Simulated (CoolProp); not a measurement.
Vapour-liquid equilibrium of cyclohexane (1) + n-dodecane (2) at 0.269 MPa; x and y are mole fractions of (1).

The numbers come from the multi-fluid Helmholtz-energy mixture model, Zhou 2014 and Lemmon 2004; pair parameters Bell 2016 in CoolProp.

**Question.** Give the bubble temperature and the first vapour's composition at x = 0.125, 0.275, 0.575. Is there an azeotrope?

**Answer.** x = 0.125: 498.3 K, y = 0.562; x = 0.275: 462.0 K, y = 0.848; x = 0.575: 418.9 K, y = 0.976. No azeotrope shows between x = 0.05 and 0.95.

Pair parameters are fitted to limited data, so mixtures are less certain than the pure fluids.
